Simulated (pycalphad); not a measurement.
Source of the numbers: pycalphad with the COST 507 light-alloy database (1999); pressure 1 atm. The data set is of 1999 and partly superseded. Amounts are mole fractions of atoms.

Question: Give the equilibrium state of Si-7.304Sn (wt.%) at 1500 K.

Answer: 
```
T = 1500.00 K, P = 101325 Pa, N = 1 mol of atoms
G = -58248 J/mol, H = 31100 J/mol, S = 59.57 J/(mol K)  (SER reference)
chemical potentials (J/mol): Si -56966, Sn -127035
phase             fraction      x(Si)      x(Sn)
DIAMOND_A4          0.9781     1.0000   2.83e-07
LIQUID              0.0219     0.1628     0.8372
```

Question: Give the equilibrium state of Si-7.304Sn (wt.%) at 500 K.

Answer: diamond (Si), fraction 0.982, with <0.01 Sn wt.%; bct (Sn), fraction 0.018, with 100 Sn wt.%.

DIAMOND_A4 is diamond (Si).
